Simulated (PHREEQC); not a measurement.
Dissolve 0.00063 mol/kgw Na2SeO3, 1.1 mol/kgw NH3 and 0.087 mol/kgw NaCl at 25 °C. Closed to the air; pH follows from the charge balance.

Equilibrium calculation in PHREEQC: ion-association model, wateq4f.dat.

Each row changes one thing in this solution. This is a speciation only: nothing precipitates in the calculation.

```tsv
case	pH	ionic strength (mol/kgw)
as made	11.64	0.0945
NaCl left out	11.64	0.00663
diluted 5-fold with water	11.29	0.0200
diluted 2-fold with water	11.49	0.0482
NH3 left out	[?]	[?]
NaCl from 0.087 to 0.435 mol/kgw	[?]	[?]
Na2SeO3 left out	11.64	0.0926
```

Problem. Complete the blanks.

Solution. 
- NH3 left out, pH: 9.43
- NH3 left out, ionic strength (mol/kgw): 0.0889
- NaCl from 0.087 to 0.435 mol/kgw, pH: 11.62
- NaCl from 0.087 to 0.435 mol/kgw, ionic strength (mol/kgw): 0.443
